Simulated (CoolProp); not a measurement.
Isohexane at 293.15 K and 0.0141 MPa is throttled through a valve to 0.00882 MPa with no heat exchange. Each further row changes one setting.

Computed with CoolProp (reference Helmholtz-energy equation of state, Lemmon 2006). It is a short technical equation, of lower accuracy than the large ones.

```csv
case,temperature change (K),final density (kg/m³)
as stated,?,?
outlet pressure 0.00265 MPa,-0.5,?
outlet pressure 0.0115 MPa,?,?
```

Problem. Fill in the missing entries.

Solution. 
- as stated, temperature change (K): -0.3
- as stated, final density (kg/m³): 0.314
- outlet pressure 0.00265 MPa, final density (kg/m³): 0.0941
- outlet pressure 0.0115 MPa, temperature change (K): -0.1
- outlet pressure 0.0115 MPa, final density (kg/m³): 0.410
